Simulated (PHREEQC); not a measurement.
A PHREEQC speciation (ion-association model, wateq4f.dat) at 25 °C gives pH 2.32 and these molalities:

| species | mol/kgw |
|---|---|
| Cl- | 0.198 |
| Cu+2 | 0.0715 |
| CuCl+ | 0.0110 |
| FeCl+2 | 0.00695 |
| H+ | 0.00612 |
| Fe+3 | 0.00401 |
| FeOH+2 | 0.00229 |
| FeCl2+ | 0.00147 |
| Fe2(OH)2+4 | 0.00133 |
| CuCl2 | 0.000510 |
| Fe3(OH)4+5 | 0.000184 |
| Fe(OH)2+ | 5.62e-5 |
| FeCl3 | 1.36e-5 |
| CuCl3- | 3.81e-7 |
| CuOH+ | 6.27e-8 |

Problem. What are the element totals, and what could have been dissolved in 1 kg of water to give them?

Solution. One answer among several that fit: totals Cl 0.220, Cu(2) 0.0830, Fe(3) 0.0180 mol/kgw, from 83 mmol/kgw CuCl2, 0.32 mmol/kgw HCl and 18 mmol/kgw FeCl3.

No solid was allowed to form. The solution is supersaturated, for example in Hematite (slow to form), Goethite (slow to form), so a real one may precipitate; this is no full list.
